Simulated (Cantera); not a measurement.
An adiabatic, constant-pressure homogeneous reactor starts with CO : H₂ : O₂ : N₂ = 1 : 0.2 : 0.261 : 0.981 (molar parts), equivalence ratio 2.3, at 1173 K and 1.00 atm. Integrator tolerance rtol = 1e-08.

Detailed kinetics in Cantera: GRI-Mech 3.0 (53 species, 325 reactions).

Question: What does this change do: pressure from 1.00 atm to 26.6 atm?

Answer: 
```tsv
quantity	before	after
time of steepest temperature rise	89.0 µs	59.1 µs
temperature at 0.300 s	2642 K	2734 K
equilibrium temperature	2642 K	2734 K
x(CO) at 0.300 s	0.295 (gas-phase equilibrium 0.295)	0.293 (gas-phase equilibrium 0.293)
x(H₂) at 0.300 s	0.0187 (gas-phase equilibrium 0.0187)	0.0186 (gas-phase equilibrium 0.0186)
x(O₂) at 0.300 s	0.00163 (gas-phase equilibrium 0.00163)	0.000155 (gas-phase equilibrium 0.000155)
x(NO) at 0.300 s	0.00193 (gas-phase equilibrium 0.00193)	0.000689 (gas-phase equilibrium 0.000689)
x(H) at 0.300 s	0.00622 (gas-phase equilibrium 0.00622)	0.00171 (gas-phase equilibrium 0.00171)
```
The hydrogen kinetics of GRI-Mech 3.0 are dated; newer H2 mechanisms differ, most at raised pressure. The pressure lies above the range GRI-Mech 3.0 was tuned for (to about 10 atm).

Question: What does this change do: H2 0.2 to 0.11 parts?

Answer: 
```
quantity                                                            before                                    after
---------------------------------  ---------------------------------------  ---------------------------------------
time of steepest temperature rise                                  89.0 µs                                 0.105 ms
temperature at 0.300 s                                              2642 K                                   2676 K
equilibrium temperature                                             2642 K                                   2676 K
x(CO) at 0.300 s                       0.295 (gas-phase equilibrium 0.295)      0.282 (gas-phase equilibrium 0.282)
x(H₂) at 0.300 s                     0.0187 (gas-phase equilibrium 0.0187)  0.00851 (gas-phase equilibrium 0.00851)
x(O₂) at 0.300 s                   0.00163 (gas-phase equilibrium 0.00163)  0.00354 (gas-phase equilibrium 0.00354)
x(NO) at 0.300 s                   0.00193 (gas-phase equilibrium 0.00193)  0.00306 (gas-phase equilibrium 0.00306)
x(H) at 0.300 s                    0.00622 (gas-phase equilibrium 0.00622)  0.00479 (gas-phase equilibrium 0.00479)
```
